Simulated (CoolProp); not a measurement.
c-C4F8 (RC318) at 298.15 K and 3.7 MPa flows at 3.9 m/s in a round tube of 10 mm bore and 45 µm roughness, fully developed (64/Re and Nu = 3.66 if laminar; Colebrook and Gnielinski if turbulent). Each further row changes one setting.

Values from CoolProp's reference Helmholtz-energy equation of state, Platzer 1990. This equation is an older, rougher fit; its heat capacities, sound speeds and derivatives of the liquid may be far off and weren't checked against measurements.

| case | Reynolds number | Darcy friction factor | pressure drop (Pa/m) | heat-transfer coefficient (W/(m² K)) | mass flow (kg/h) |
|---|---|---|---|---|---|
| as stated | 150000 | 0.0301 | 34800 | 8340 | 1680 |
| velocity 7.8 m/s | 300000 | 0.0298 | 138000 | 16600 | 3350 |
| diameter 20 mm | 300000 | 0.0247 | 14300 | 7330 | 6710 |

Viscosity comes from a separate model (Huber 2003), an estimate that may be off by 10 % or more. Thermal conductivity comes from a separate model (Huber 2003), an estimate that may be off by 10 % or more.
